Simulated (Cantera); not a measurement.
Charge: 1 mol Ti, 1.3 mol CO, 8.6 mol H2, at 1.00 bar.

Equilibrium computed with Cantera from the NASA thermochemical tables; the gas is ideal and each condensed phase is pure. Candidate condensed phases: C, C6H6, C7H8, C8H18, H2O, Ti, TiC, TiO, TiO2, Ti2O3, Ti3O5, Ti4O7; 113 gas species. Mutual solubility and eutectic melting of coexisting phases are not modelled. TiC: taken at fixed stoichiometry. Equilibrium is a limit: real reactors are often held back by kinetics, nucleation or transport. All values below are at 1000 °C.

Base state: H2 0.984, CH4 0.00910, CO 0.00636, H2O 7.45e-5 (mole fractions); condensed: C(graphite) + TiC(s) + Ti3O5(s).

Task: What changes in the equilibrium state with this change: pressure from 1.00 bar to 1.33 mbar?

Result: 
| species | before | after |
|---|---|---|
| H2 | 0.984 | 0.925 |
| CO | 0.00636 | 0.0753 |
| H | 7.08e-7 | 1.88e-5 |
| CH4 | 0.00910 | 8.78e-7 |
| H2O | 7.45e-5 | 1.35e-5 |
| C(graphite), mol | 0.914 | 0 |
| TiC(s), mol | 0.253 | 0.600 |
| Ti3O5(s), mol | 0.249 | 0 |
| Ti2O3(s), mol | 0 | 0.200 |
